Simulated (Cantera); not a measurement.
Charge: 1 mol SiC, 0.19 mol C, 0.27 mol N₂, 0.17 mol Si, equilibrated at 1.60 mbar.

Method: chemical equilibrium by Gibbs-energy minimisation in Cantera with the NASA 1993 tables (ideal gas, pure condensed phases). Candidate condensed phases: C, Si, SiC, Si₃N₄; 32 gas species. Ions and electrons are included (thermal ionisation). Kinetics and transport are ignored.

**Question.** Which condensed phases are stable at each of these points (T (°C)): 2227, 2727, 3227, 3727, 4227, 4727?

**Answer.** 
```
T (°C)  condensed phases  Si condensed (%)
------  ----------------  ----------------
2227         C(graphite)               0.0
2727            gas only               0.0
3227            gas only               0.0
3727            gas only               0.0
4227            gas only               0.0
4727            gas only               0.0
```

At 2227 °C the condensed part is C(graphite). From 2727 °C to 4727 °C nothing is condensed.
